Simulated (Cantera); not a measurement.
**Moist CO burnout**

An isothermal, constant-pressure homogeneous reactor starts with 0.451 % CO, 1.27 % O₂, 0.304 % H₂O, 98.0 % N₂, at 1248 K and 0.651 atm.

Model: GRI-Mech 3.0 (53 species, 325 reactions), integrated in Cantera.

```json
[
 {"t (s)": "0.000500", "x CO": "0.00451", "x O₂": "0.0127", "x H₂O": "0.00304", "x N₂O": "<1e-12", "x CO₂": "2.43e-9", "x NO": "<1e-12", "x OH": "3.17e-10"},
 {"t (s)": "0.00198", "x CO": "0.00451", "x O₂": "0.0127", "x H₂O": "0.00304", "x N₂O": "4.08e-12", "x CO₂": "4.63e-8", "x NO": "<1e-12", "x OH": "8.93e-9"},
 {"t (s)": "0.00783", "x CO": "0.00414", "x O₂": "0.0125", "x H₂O": "0.00298", "x N₂O": "3.66e-8", "x CO₂": "0.000365", "x NO": "1.76e-9", "x OH": "4.14e-5"},
 {"t (s)": "0.0310", "x CO": "0.000381", "x O₂": "0.0107", "x H₂O": "0.00301", "x N₂O": "4.33e-7", "x CO₂": "0.00413", "x NO": "1.81e-7", "x OH": "3.54e-5"},
 {"t (s)": "0.122", "x CO": "2.37e-5", "x O₂": "0.0105", "x H₂O": "0.00304", "x N₂O": "5.43e-7", "x CO₂": "0.00449", "x NO": "2.05e-7", "x OH": "9.62e-6"},
 {"t (s)": "0.485", "x CO": "1.15e-6", "x O₂": "0.0105", "x H₂O": "0.00304", "x N₂O": "4.98e-7", "x CO₂": "0.00452", "x NO": "2.11e-7", "x OH": "2.78e-6"},
 {"t (s)": "1.92", "x CO": "3.62e-8", "x O₂": "0.0105", "x H₂O": "0.00304", "x N₂O": "2.63e-7", "x CO₂": "0.00452", "x NO": "2.13e-7", "x OH": "1.05e-6"},
 {"t (s)": "7.58", "x CO": "4.10e-9", "x O₂": "0.0105", "x H₂O": "0.00304", "x N₂O": "2.39e-8", "x CO₂": "0.00452", "x NO": "2.14e-7", "x OH": "5.99e-7"},
 {"t (s)": "30.0", "x CO": "2.82e-9", "x O₂": "0.0105", "x H₂O": "0.00304", "x N₂O": "4.32e-9", "x CO₂": "0.00452", "x NO": "2.14e-7", "x OH": "5.15e-7"}
]
```
x: mole fraction; the columns are a selection and need not sum to one.

Equilibrium at this temperature and pressure: CO 2.83e-9, O₂ 0.0105, H₂O 0.00304, N₂O 4.31e-9, CO₂ 0.00452, NO 6.97e-5, OH 5.14e-7 (gas phase only).
